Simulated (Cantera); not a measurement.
An adiabatic, constant-volume homogeneous reactor starts with 9.51 % CH4, 19.0 % O2, 71.5 % N2, at 1375 K and 1.00 bar.

Cantera simulation using GRI-Mech 3.0 (53 species, 325 reactions); the numbers are that mechanism's predictions, not measurements.

x: mole fraction; the columns are a selection and need not sum to one.

```tsv
t (s)	T (K)	P (bar)	x CH4	x O2	x CH3	x CH2CO	x H2O	x C2H	x C2H4
3.00e-6	1375	1.00	0.0951	0.190	5.57e-8	<1e-12	2.47e-9	<1e-12	<1e-12
9.49e-6	1375	1.000	0.0951	0.190	1.84e-7	<1e-12	1.33e-8	<1e-12	<1e-12
3.00e-5	1375	1.000	0.0951	0.190	6.28e-7	<1e-12	8.07e-8	<1e-12	8.13e-12
9.49e-5	1375	1.000	0.0951	0.190	2.48e-6	<1e-12	7.65e-7	<1e-12	4.01e-10
0.000300	1375	1.000	0.0950	0.190	1.32e-5	2.53e-12	1.01e-5	<1e-12	(withheld)
0.000949	1376	1.00	0.0948	0.190	5.65e-5	3.46e-9	0.000143	<1e-12	(withheld)
0.00300	1390	1.01	0.0923	0.188	0.000147	1.35e-6	0.00210	<1e-12	(withheld)
0.00949	2868	2.19	<1e-12	0.0199	<1e-12	<1e-12	0.145	<1e-12	<1e-12
0.0300	2868	2.19	<1e-12	0.0199	<1e-12	<1e-12	0.145	<1e-12	<1e-12
0.0949	2868	2.19	<1e-12	0.0199	<1e-12	<1e-12	0.145	<1e-12	<1e-12
0.300	2868	2.19	<1e-12	0.0199	<1e-12	<1e-12	0.145	<1e-12	<1e-12
0.949	2868	2.19	<1e-12	0.0199	<1e-12	<1e-12	0.145	<1e-12	<1e-12
3.00	2868	2.19	<1e-12	0.0199	<1e-12	<1e-12	0.145	<1e-12	<1e-12
```

Problem. What belongs in the gaps?

Solution. 
- 0.000300, x C2H4: 3.24e-8
- 0.000949, x C2H4: 2.70e-6
- 0.00300, x C2H4: 9.79e-5
